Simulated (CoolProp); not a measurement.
Vapour-liquid equilibrium of CH2F2 (R32) (1) + R134a (2) at 35.85 °C; x and y are mole fractions of (1).

The numbers come from the multi-fluid Helmholtz-energy mixture model, Tillner-Roth 1997 and Tillner-Roth 1994; pair parameters Lemmon 2004 in CoolProp.

Give the bubble pressure and the first vapour's composition at x = 0.05, 0.8, 0.95. Is there an azeotrope?

x = 0.05: 0.9698 MPa, y = 0.097; x = 0.8: 1.941 MPa, y = 0.879; x = 0.95: 2.161 MPa, y = 0.972. No azeotrope shows between x = 0.05 and 0.95.

The pair parameters rest on a limited set of measurements; away from them the model extrapolates.
